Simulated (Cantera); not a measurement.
A freely propagating, adiabatic, planar premixed flame of 8.26 % CH4, 2.15 % H2, 16.0 % O2, 73.6 % N2, unburnt at 575 K and 7.10 bar; multicomponent transport, grid criteria slope 0.08 and curve 0.16, no radiation.

Model: GRI-Mech 3.0 (53 species, 325 reactions), integrated in Cantera. Burning velocities carry a grid error of a few per cent, more on coarse grids.

x: mole fraction of selected species; z is measured from the peak of heat release.

| z (mm) | T (K) | u (m/s) | x CH4 | x H2 | x O2 | x H | x C2H | x CO |
|---|---|---|---|---|---|---|---|---|
| -0.319 | 576 | 0.424 | 0.0825 | 0.0213 | 0.160 | <1e-8 | <1e-8 | 9.71e-6 |
| -0.213 | 583 | 0.429 | 0.0822 | 0.0211 | 0.160 | <1e-8 | <1e-8 | 0.000117 |
| -0.160 | 605 | 0.446 | 0.0810 | 0.0209 | 0.158 | <1e-8 | <1e-8 | 0.000499 |
| -0.106 | 717 | 0.530 | 0.0748 | 0.0205 | 0.150 | ___ | <1e-8 | 0.00283 |
| -0.0532 | 1152 | 0.858 | 0.0493 | 0.0200 | 0.112 | ___ | <1e-8 | 0.0146 |
| -0.0266 | 1539 | 1.15 | 0.0254 | 0.0198 | 0.0729 | ___ | <1e-8 | 0.0270 |
| 0 | 1903 | 1.43 | 0.00483 | 0.0178 | 0.0312 | ___ | 2.98e-7 | 0.0372 |
| 0.0266 | 2055 | 1.54 | 0.000209 | 0.0141 | 0.0109 | 0.00254 | 1.51e-7 | 0.0330 |
| 0.0532 | 2109 | 1.57 | 5.41e-6 | 0.0127 | 0.00545 | 0.00256 | <1e-8 | 0.0272 |
| 0.106 | 2161 | 1.61 | 1.07e-8 | 0.0121 | 0.00269 | ___ | <1e-8 | 0.0231 |
| 0.213 | 2202 | 1.63 | <1e-8 | 0.0114 | 0.00121 | ___ | <1e-8 | 0.0214 |
| 0.426 | 2225 | 1.65 | <1e-8 | 0.0108 | 0.000443 | ___ | <1e-8 | 0.0206 |
| 0.851 | 2235 | 1.65 | <1e-8 | 0.0106 | 0.000165 | ___ | <1e-8 | 0.0202 |

Problem. Some entries are withheld; supply them.

Solution. 
- -0.106, x H: 1.08e-8
- -0.0532, x H: 8.87e-6
- -0.0266, x H: 0.000132
- 0, x H: 0.00117
- 0.106, x H: 0.00186
- 0.213, x H: 0.00111
- 0.426, x H: 0.000616
- 0.851, x H: 0.000371
